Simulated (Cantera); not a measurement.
## Counterflow diffusion flame

A counterflow diffusion flame at 2.60 bar, nozzles 20 mm apart: fuel side CH4 : N2 = 1 : 0.27 (molar parts) at 500 K, oxidiser side O2 : N2 = 0.27 : 0.73 (molar parts) at 475 K, fuel mass flux 0.78 times the oxidiser's; mixture-averaged transport, no radiation.

Cantera simulation using GRI-Mech 3.0 (53 species, 325 reactions); the numbers are that mechanism's predictions, not measurements. GRI-Mech 3.0 has no aromatics or soot, which form on the fuel side of real flames. The maximum strain rate includes the flame's own expansion and is several times the mean.

| oxidiser flux (kg/m²/s) | max strain (1/s) | mean strain (1/s) | T max (K) | peak x OH | peak x H | peak x NO | peak x CO | peak x C2H2 |
|---|---|---|---|---|---|---|---|---|
| 0.65 | 202 | 38.8 | 2453 | 0.0115 | 0.00357 | 0.000801 | 0.0832 | 0.0199 |
| 1 | 299 | 59.7 | 2424 | 0.0117 | 0.00380 | 0.000671 | 0.0802 | 0.0192 |
| 1.6 | 458 | 95.5 | 2392 | 0.0119 | 0.00406 | 0.000570 | 0.0772 | 0.0182 |
| 2.4 | 664 | 143 | 2366 | 0.0121 | 0.00431 | 0.000504 | 0.0750 | 0.0174 |
| 3.8 | 1010 | 227 | 2343 | 0.0123 | 0.00460 | 0.000438 | 0.0728 | 0.0162 |
| 5.8 | 1490 | 346 | 2322 | 0.0123 | 0.00484 | 0.000378 | 0.0709 | 0.0149 |
| 9 | 2240 | 537 | 2297 | 0.0122 | 0.00503 | 0.000312 | 0.0692 | 0.0135 |
| 14 | 3370 | 835 | 2269 | 0.0118 | 0.00515 | 0.000243 | 0.0678 | 0.0120 |
x: mole fraction; the columns are a selection and need not sum to one.
